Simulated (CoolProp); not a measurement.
Vapour-liquid equilibrium of sulfur dioxide (1) + toluene (2) at 322.2 K; x and y are mole fractions of (1).

The numbers come from the multi-fluid Helmholtz-energy mixture model, Gao 2016 and Lemmon 2006; pair parameters Bell 2016 in CoolProp.

### Question
Give the bubble pressure and the first vapour's composition at x = 0.05, 0.55, 0.75. Is there an azeotrope?

### Answer
x = 0.05: 0.04005 MPa, y = 0.717; x = 0.55: 0.4462 MPa, y = 0.986; x = 0.75: 0.6087 MPa, y = 0.994. No azeotrope shows between x = 0.05 and 0.95.

Pair parameters are fitted to limited data, so mixtures are less certain than the pure fluids.
